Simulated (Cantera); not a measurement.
A closed system holds: 1 mol Si₂H₆, 0.29 mol H₂O, 0.36 mol H₂, at 1725 °C and 0.0230 bar.

Method: chemical equilibrium by Gibbs-energy minimisation in Cantera with the NASA 1993 tables (ideal gas, pure condensed phases). Candidate condensed phases: H₂O, Si, SiO₂; 18 gas species. The feed counts by its element totals alone. Gases not in the tables: Si₂H₆ and higher silanes. Kinetics and transport are ignored.

Base state: H₂ 0.915, SiO 0.0731, H 0.0101, Si 0.00185, SiH 0.000183, SiH₂ 9.61e-5, Si₂ 1.91e-5 (mole fractions); condensed: Si(l).

Task: What changes in the equilibrium state with this change: pressure from 0.0230 bar to 0.100 bar?

Result: 
| species | before | after |
|---|---|---|
| H₂ | 0.915 | 0.921 |
| SiO | 0.0731 | 0.0734 |
| H | 0.0101 | 0.00487 |
| Si | 0.00185 | 0.000426 |
| Si₂ | 1.91e-5 | 4.40e-6 |
| SiH | 0.000183 | 8.81e-5 |
| SiH₂ | 9.61e-5 | 9.68e-5 |
| Si(l), mol | 1.70 | 1.71 |

Task: What changes in the equilibrium state with this change: pressure from 0.0230 bar to 0.0110 bar?

Result: 
```csv
species,before,after
H₂,0.915,0.908
SiO,0.0731,0.0728
H,0.0101,0.0146
Si,0.00185,0.00387
Si₂,1.91e-5,4.00e-5
SiH,0.000183,0.000264
SiH₂,9.61e-5,9.54e-5
"Si(l), mol",1.70,1.69
```

Task: What changes in the equilibrium state with this change: temperature from 1725 °C to 877 °C?

Result: 
```
species                before    after
-------------------  --------  -------
H₂                      0.915    1.000
SiO                    0.0731  5.18e-6
H                      0.0101  4.92e-7
Si                    0.00185    <1e-9
SiH                  0.000183    <1e-9
SiH₂                  9.61e-5  4.15e-9
Si₂                   1.91e-5    <1e-9
Si(l), mol               1.70        0
Si(s), mol                  0     1.85
SiO₂(β-quartz), mol         0    0.145
```
Mutual solubility and eutectic melting of coexisting phases are not modelled. The tables hold silica as quartz up to 1696 K and as liquid above; real silica turns to tridymite and cristobalite and melts near 1996 K.
